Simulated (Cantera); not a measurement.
Feed: 1 mol B₂H₆, 17 mol H₂, held at 2423 K and 12.0 Pa.

These are equilibrium values from Cantera (NASA tables, ideal gas, pure condensed phases), not measurements of a reactor. Candidate condensed phases: B; 7 gas species. The feed counts by its element totals alone. The tables' values for BH₂ are old estimates; treat these amounts as uncertain. Equilibrium is a limit: real reactors are often held back by kinetics, nucleation or transport.

Base state: H 0.736, H₂ 0.207, B 0.0572, BH 0.000180, BH₂ 0.000111 (mole fractions); condensed: gas only.

What changes in the equilibrium state with this change: temperature from 2423 K to 1648.15 K?


```tsv
species	before	after
H₂	0.207	0.992
H	0.736	0.00811
BH₂	0.000111	3.95e-5
B	0.0572	8.93e-7
BH	0.000180	1.07e-7
B(s), mol	0	2.00
```
